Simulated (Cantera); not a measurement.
Ignition delay

Mixture: CH4 : O2 : N2 : CO2 = 1 : 1.05 : 3.96 : 0.23 (molar parts), equivalence ratio 1.9, at 120000 Pa, adiabatic and at constant pressure. Ignition delay is the time to a rise of 400 K.

Cantera simulation using GRI-Mech 3.0 (53 species, 325 reactions); the numbers are that mechanism's predictions, not measurements.

```tsv
T0 (K)	delay (ms)
1000	1390
1075	395
1150	124
1225	42.3
1300	15.6
1375	6.09
1450	2.53
```

The apparent activation energy between 1300 and 1450 K comes out as 190 kJ/mol.
